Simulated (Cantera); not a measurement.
An isothermal, constant-pressure homogeneous reactor starts with H2 : O2 = 0.015 : 1 (molar parts), equivalence ratio 0.0075, at 1300 K and 0.00390 bar. Integrator tolerance rtol = 1e-08.

Cantera simulation using the H2/O2 subset of GRI-Mech 3.0, which has no nitrogen chemistry; the numbers are that mechanism's predictions, not measurements. Radical loss at walls, strong at low pressure, is not modelled.

Problem. What does this change do: H2 0.015 to 0.0023 parts?

Solution. 
```tsv
quantity	before	after
x(H2) at 2.00 s	4.21e-5 (gas-phase equilibrium 2.10e-8)	2.01e-6 (gas-phase equilibrium 3.21e-9)
x(O2) at 2.00 s	0.979 (gas-phase equilibrium 0.985)	0.996 (gas-phase equilibrium 0.998)
x(H) at 2.00 s	0.000242 (gas-phase equilibrium 2.58e-9)	1.66e-5 (gas-phase equilibrium 1.01e-9)
x(O) at 2.00 s	0.00592 (gas-phase equilibrium 2.83e-6)	0.00187 (gas-phase equilibrium 2.85e-6)
x(H2O) at 2.00 s	0.0141 (gas-phase equilibrium 0.0149)	0.00217 (gas-phase equilibrium 0.00229)
```

Problem. What does this change do: temperature 1300 to 925 K?

Solution. 
```json
[
 {"quantity": "x(H2) at 2.00 s", "before": "4.21e-5 (gas-phase equilibrium 2.10e-8)", "after": "5.39e-6 (gas-phase equilibrium 1.89e-12)"},
 {"quantity": "x(O2) at 2.00 s", "before": "0.979 (gas-phase equilibrium 0.985)", "after": "0.985 (gas-phase equilibrium 0.985)"},
 {"quantity": "x(H) at 2.00 s", "before": "0.000242 (gas-phase equilibrium 2.58e-9)", "after": "1.53e-5 (gas-phase equilibrium <1e-12)"},
 {"quantity": "x(O) at 2.00 s", "before": "0.00592 (gas-phase equilibrium 2.83e-6)", "after": "0.000414 (gas-phase equilibrium 2.14e-10)"},
 {"quantity": "x(H2O) at 2.00 s", "before": "0.0141 (gas-phase equilibrium 0.0149)", "after": "0.0148 (gas-phase equilibrium 0.0149)"}
]
```
Below about 950 K walls govern HO2 and H2O2 in real vessels.
